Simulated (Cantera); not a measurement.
What does this Cantera script print?

```python
import numpy as np
import cantera as ct

gas_names = [...]  # 123 gases of nasa_gas.yaml made of C, H, O, Si
cond_names = """
    C(gr) C6H6(L) C7H8(L) C8H18(L),n-octa H2O(s) H2O(L) Si(cr) Si(L) SiC(b) SiO2(Lqz) SiO2(hqz) SiO2(L)
""".split()


# ... load() reads the species with a 1 bar reference pressure and builds the phases ...
atoms = {
    'HMDSO': {'Si': 2, 'C': 6, 'H': 18, 'O': 1},
    'O2': {'O': 2},
    'H2': {'H': 2},
}
top_T = {'C(gr)': 4500, 'SiC(b)': 3050}  # K; cautious upper limits of use, not melting points


# ... equilibrate(T, P, feed) seeds the gas with the atoms and calls Mixture.equilibrate('TP', solver="vcs", rtol=1e-11, max_steps=5000) ...
results = []
feed = {'HMDSO': 1, 'O2': 0.68, 'H2': 1.6}  # mol
P = 1333.22  # Pa
for T in [875, 925, 975, 1025, 1075, 1125, 1175, 1225, 1275]:
    mix = equilibrate(T, P, feed)
    results.append((T, P, feed, dict(zip(mix.species_names, mix.species_moles))))

top = {s: max(r[3][s] / sum(r[3][g] for g in gas_names) for r in results) for s in gas_names}
cols = sorted((s for s in top if top[s] > 1e-06), key=lambda s: -top[s])[:9]
seen = [c for c in cond_names if any(r[3].get(c, 0) > 1e-12 for r in results)]
print("log10 of partial pressures in bar; condensed amounts in mol")
print(f"{'T/K':>10s}" + "".join(f"{s[:9]:>10s}" for s in cols + seen))
for T, P, feed, n in results:
    ng = sum(n[g] for g in gas_names)
    print(f"{T:10.4g}" + "".join(f"{np.log10(max(n[s] / ng * P / 1e5, 1e-99)):10.3f}" for s in cols)
          + "".join(f"{n.get(c, 0):10.4g}" for c in seen))
```

Result:

```
log10 of partial pressures in bar; condensed amounts in mol
       T/K        H2        CO       CH4       SiO         H       H2O     C(gr)    SiC(b) SiO2(hqz)
       875    -1.878    -9.178    -4.115   -13.858   -11.238   -10.445     5.119      0.82      1.18
       925    -1.876    -8.193    -4.397   -12.615   -10.523    -9.897     5.148      0.82      1.18
       975    -1.876    -7.311    -4.653   -11.502    -9.880    -9.408     5.162      0.82      1.18
      1025    -1.876    -6.516    -4.885   -10.499    -9.299    -8.968     5.169    0.8201      1.18
      1075    -1.875    -5.797    -5.097    -9.591    -8.771    -8.570     5.172    0.8206     1.179
      1125    -1.876    -5.142    -5.291    -8.765    -8.290    -8.209     5.167    0.8229     1.177
      1175    -1.876    -4.544    -5.470    -8.010    -7.850    -7.880     5.143    0.8314     1.169
      1225    -1.878    -3.996    -5.639    -7.319    -7.446    -7.581     5.057    0.8604      1.14
      1275    -1.886    -3.491    -5.805    -6.682    -7.075    -7.310     4.784    0.9514     1.048
```

Cantera equilibrium calculation (NASA polynomials, part measured and part estimated; ideal gas, pure solids and liquids). The feed counts by its element totals alone. Mutual solubility and eutectic melting of coexisting phases are not modelled. The tables hold silica as quartz up to 1696 K and as liquid above; real silica turns to tridymite and cristobalite and melts near 1996 K.
